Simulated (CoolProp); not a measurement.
Vapour-liquid equilibrium of R143a (1) + isobutene (2) at 1080 kPa; x and y are mole fractions of (1).

Model: multi-fluid Helmholtz-energy mixture model, Lemmon and Jacobsen 2000 and Lemmon 2005; pair parameters Bell 2016, in CoolProp.

```tsv
x	bubble temperature (°C)	y at the bubble point	dew temperature at overall composition x (°C)	liquid density (mol/L)
0.05	65.1	0.187	71.8	9.479
0.125	54.6	0.381	68.2	9.744
0.2	47.1	0.507	64.4	9.941
0.275	41.6	0.592	60.5	10.09
0.35	37.4	0.655	56.4	10.22
0.425	34.1	0.704	52.1	10.33
0.5	31.4	0.745	47.5	10.44
0.575	29.0	0.783	42.7	10.55
0.65	26.9	0.818	37.7	10.66
0.725	25.0	0.853	32.7	10.78
0.8	23.3	0.889	28.0	10.92
0.875	21.6	0.928	23.9	11.07
0.95	20.1	0.969	20.8	11.23
```

No azeotrope shows between x = 0.05 and 0.95.

The pair parameters rest on a limited set of measurements; away from them the model extrapolates.
